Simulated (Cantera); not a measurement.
Input (Python, Cantera) and output of one run.

```python
import numpy as np
import cantera as ct

gas_names = """
    C CH CH2 CH3 CH2OH CH3O CH4 CH3OH CO CO2 COOH C2 C2H CHCO,ketyl C2H2,acetylene C2H2,vinylidene
    CH2CO,ketene C2H3,vinyl CH3CO,acetyl C2H4 C2H4O,ethylen CH3CHO,ethanal CH3COOH (HCOOH)2 C2H5 C2H6
    CH3OCH3 C2H5OH C2O C3 C3H3,propargyl C3H4,allene C3H4,propyne C3H4,cyclo- C3H5,allyl C3H6,propylene
    C3H6,cyclo- C3H6O C3H7,n-propyl C3H7,i-propyl C3H8 C3H8O,1propanol C3H8O,2propanol C3O2 C4 C4H2
    C4H4,1,3-cyclo- C4H6,butadiene C4H6,2-butyne C4H6,cyclo- C4H8,1-butene C4H8,cis2-buten
    C4H8,tr2-butene C4H8,isobutene C4H8,cyclo- (CH3COOH)2 C4H9,n-butyl C4H9,i-butyl C4H9,s-butyl
    C4H9,t-butyl C4H10,isobutane C4H10,n-butane C5 C5H6,1,3cyclo- C5H8,cyclo- C5H10,1-pentene
    C5H10,cyclo- C5H11,pentyl C5H11,t-pentyl C5H12,n-pentane C5H12,i-pentane CH3C(CH3)2CH3 C6H2
    C6H5,phenyl C6H5O,phenoxy C6H6 C6H5OH,phenol C6H10,cyclo- C6H12,1-hexene C6H12,cyclo- C6H13,n-hexyl
    C7H7,benzyl C7H8 C7H8O,cresol C7H14,1-heptene C7H15,n-heptyl C7H16,n-heptane C8H8,styrene
    C8H10,ethylbenz C8H16,1-octene C8H17,n-octyl C8H18,isooctane C8H18,n-octane C9H19,n-nonyl
    C10H8,naphthale C10H21,n-decyl C12H9,o-bipheny C12H10,bipheny Fe FeC5O5 FeO Fe(OH)2 H HCO HO2 H2
    HCHO,formaldehy HCOOH H2O H2O2 O OH O2 O3
""".split()
cond_names = """
    C(gr) C6H6(L) C7H8(L) C8H18(L),n-octa Fe(a) Fe(c) Fe(d) Fe(L) FeC5O5(L) FeO(s) FeO(L) Fe(OH)2(s)
    Fe(OH)3(s) Fe2O3(s) Fe3O4(s) H2O(s) H2O(L)
""".split()


def load(file, names, dense=False):
    # The tables refer to 1 bar. Condensed volumes are neglected.
    table = {s.name: s for s in ct.Species.list_from_file(file)}
    out = []
    for n in names:
        d = dict(table[n].input_data)
        d["thermo"] = dict(d["thermo"], **{"reference-pressure": 1e5})
        if dense:
            d["equation-of-state"] = {"model": "constant-volume", "density": "1e6 g/cm^3"}
        out.append(ct.Species.from_dict(d))
    return out


gas = ct.Solution(thermo="ideal-gas", species=load("nasa_gas.yaml", gas_names))
cond = {s.name: ct.Solution(thermo="fixed-stoichiometry", species=[s], name=s.name)
        for s in load("nasa_condensed.yaml", cond_names, dense=True)}
atoms = {
    'Fe(CO)5': {'Fe': 1, 'C': 5, 'O': 5},
    'H2': {'H': 2},
    'O2': {'O': 2},
}
top_T = {'C(gr)': 4500, 'Fe2O3(s)': 1830, 'Fe3O4(s)': 1870}  # K; cautious upper limits of use, not melting points


def equilibrate(T, P, feed):
    n = {}
    for name, mol in feed.items():
        for a, k in atoms[name].items():
            n[a] = n.get(a, 0.0) + k * mol
    gas.TPX = T, P, n
    mass = sum(n.values()) * gas.mean_molecular_weight
    gas.equilibrate("TP")
    valid = [c for c in cond.values() if c.min_temp <= T <= top_T.get(c.name, c.max_temp)]
    mix = ct.Mixture([(gas, mass / gas.mean_molecular_weight)] + [(c, 0.0) for c in valid])
    mix.T, mix.P = T, P
    mix.equilibrate("TP", solver="vcs", rtol=1e-11, max_steps=5000)
    return mix


results = []
T = 1075  # K
P = 13332.2  # Pa
for m in [0.012, 0.016, 0.021, 0.028, 0.038, 0.05, 0.067, 0.089, 0.12, 0.16, 0.21, 0.28]:
    feed = {'Fe(CO)5': 1, 'H2': 0.97, 'O2': m}  # mol
    mix = equilibrate(T, P, feed)
    results.append((T, P, feed, dict(zip(mix.species_names, mix.species_moles))))
    x = sorted(zip(gas.X, gas.species_names), reverse=True)
    print(f"T = {T:g} K  P = {P:g} Pa  n(O2) = {m:g} mol  gas = {mix.phase_moles(0):.4g} mol")
    print("   x: " + "  ".join(f"{s} {v:.3e}" for v, s in x if v > 0.0001))
    print("   condensed (mol): " + ("  ".join(f"{mix.phase(i).name} {mix.phase_moles(i):.4g}"
          for i in range(1, mix.n_phases) if mix.phase_moles(i) > 1e-12) or "none"))
```

Result:

```
T = 1075 K  P = 13332.2 Pa  n(O2) = 0.012 mol  gas = 5.907 mol
   x: CO 8.237e-01  H2 1.616e-01  CO2 1.229e-02  H2O 2.243e-03  CH4 1.571e-04
   condensed (mol): C(gr) 0.06094  Fe(a) 1
T = 1075 K  P = 13332.2 Pa  n(O2) = 0.016 mol  gas = 5.915 mol
   x: CO 8.239e-01  H2 1.614e-01  CO2 1.230e-02  H2O 2.241e-03  CH4 1.567e-04
   condensed (mol): C(gr) 0.05308  Fe(a) 1
T = 1075 K  P = 13332.2 Pa  n(O2) = 0.021 mol  gas = 5.925 mol
   x: CO 8.241e-01  H2 1.612e-01  CO2 1.231e-02  H2O 2.238e-03  CH4 1.562e-04
   condensed (mol): C(gr) 0.04325  Fe(a) 1
T = 1075 K  P = 13332.2 Pa  n(O2) = 0.028 mol  gas = 5.939 mol
   x: CO 8.245e-01  H2 1.608e-01  CO2 1.232e-02  H2O 2.234e-03  CH4 1.554e-04
   condensed (mol): C(gr) 0.0295  Fe(a) 1
T = 1075 K  P = 13332.2 Pa  n(O2) = 0.038 mol  gas = 5.958 mol
   x: CO 8.250e-01  H2 1.603e-01  CO2 1.233e-02  H2O 2.228e-03  CH4 1.544e-04
   condensed (mol): C(gr) 0.009842  Fe(a) 1
T = 1075 K  P = 13332.2 Pa  n(O2) = 0.05 mol  gas = 5.968 mol
   x: CO 8.233e-01  H2 1.597e-01  CO2 1.431e-02  H2O 2.580e-03  CH4 1.316e-04
   condensed (mol): Fe(a) 1
T = 1075 K  P = 13332.2 Pa  n(O2) = 0.067 mol  gas = 5.969 mol
   x: CO 8.185e-01  H2 1.589e-01  CO2 1.910e-02  H2O 3.447e-03
   condensed (mol): Fe(a) 1
T = 1075 K  P = 13332.2 Pa  n(O2) = 0.089 mol  gas = 5.969 mol
   x: CO 8.123e-01  H2 1.578e-01  CO2 2.532e-02  H2O 4.573e-03
   condensed (mol): Fe(a) 1
T = 1075 K  P = 13332.2 Pa  n(O2) = 0.12 mol  gas = 5.969 mol
   x: CO 8.035e-01  H2 1.562e-01  CO2 3.409e-02  H2O 6.164e-03
   condensed (mol): Fe(a) 1
T = 1075 K  P = 13332.2 Pa  n(O2) = 0.16 mol  gas = 5.97 mol
   x: CO 7.921e-01  H2 1.542e-01  CO2 4.542e-02  H2O 8.221e-03
   condensed (mol): Fe(a) 1
T = 1075 K  P = 13332.2 Pa  n(O2) = 0.21 mol  gas = 5.97 mol
   x: CO 7.780e-01  H2 1.516e-01  CO2 5.958e-02  H2O 1.080e-02
   condensed (mol): Fe(a) 1
T = 1075 K  P = 13332.2 Pa  n(O2) = 0.28 mol  gas = 5.97 mol
   x: CO 7.581e-01  H2 1.480e-01  CO2 7.941e-02  H2O 1.442e-02
   condensed (mol): Fe(a) 1
```

Cantera equilibrium calculation (NASA polynomials, part measured and part estimated; ideal gas, pure solids and liquids). Condensed phases not in the tables: cementite and carbon dissolved in iron.
